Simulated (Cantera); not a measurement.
Charge: 1 mol SiCl₄, 4.8 mol HCl, 4.4 mol H₂, held at 702 °C and 0.100 bar.

These are equilibrium values from Cantera (NASA tables, ideal gas, pure condensed phases), not measurements of a reactor. Candidate condensed phases: Si; 19 gas species. The tables' values for SiCl₃ are old estimates; treat these amounts as uncertain. The numbers say what is thermodynamically allowed, not how fast it happens.

Q: What is the equilibrium state?

A: 
| Item | Result |
|---|---|
| x(HCl) | 0.471 |
| x(H₂) | 0.431 |
| x(SiCl₄) | 0.0975 |
| x(SiHCl₃) | 0.000510 |
| x(SiCl₃) | 3.07e-5 |
| gas amount | 10.20 mol |
| log10 activity of Si(s) (absent) | -6.48 |
